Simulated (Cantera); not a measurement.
## Si + Br₂ + N₂ (silicon etching in halogen gases)

A closed system holds: 1 mol Si, 1.2 mol Br₂, 4.2 mol N₂, at 1.30 Pa.

Cantera equilibrium calculation (NASA polynomials, part measured and part estimated; ideal gas, pure solids and liquids). Candidate condensed phases: Br₂, Si, Si₃N₄; 13 gas species. N₂ is the only nitrogen source here; it is nearly inert below about 1500 K, so the nitride shown seldom forms there in practice. The tables' values for SiBr₃, SiBr are old estimates; treat these amounts as uncertain. Equilibrium is a limit: real reactors are often held back by kinetics, nucleation or transport.

| T (°C) | x N₂ | x SiBr₂ | x SiBr₄ | x Br | x SiBr₃ | n Si₃N₄(s) |
|---|---|---|---|---|---|---|
| 325 | 0.868 | <1e-12 | 0.132 | 1.62e-8 | 1.08e-9 | 0.133 |
| 400 | 0.868 | 1.95e-10 | 0.132 | 5.06e-7 | 4.99e-8 | 0.133 |
| 475 | 0.868 | 2.81e-8 | 0.132 | 7.96e-6 | 1.06e-6 | 0.133 |
| 550 | 0.868 | 1.62e-6 | 0.132 | 7.58e-5 | 1.29e-5 | 0.133 |
| 625 | 0.867 | 4.69e-5 | 0.132 | 0.000496 | 0.000103 | 0.133 |
| 700 | 0.866 | 0.000800 | 0.131 | 0.00242 | 0.000586 | 0.133 |
| 775 | 0.857 | 0.00878 | 0.122 | 0.00931 | 0.00249 | 0.129 |
| 850 | 0.825 | 0.0592 | 0.0818 | 0.0274 | 0.00677 | 0.0937 |
| 925 | 0.771 | 0.159 | 0.0146 | 0.0496 | 0.00579 | 0.00966 |
| 1000 | 0.753 | 0.176 | 0.000972 | 0.0678 | 0.00191 | 0 |
| 1075 | 0.750 | 0.178 | 5.06e-5 | 0.0710 | 0.000517 | 0 |
x: gas mole fraction; n: condensed amount in mol.

From 325 °C to 925 °C the condensed part is Si₃N₄(s). From 1000 °C to 1075 °C nothing is condensed. The main Si-bearing gas is SiBr₄ at 325 °C and SiBr₂ at 1075 °C.
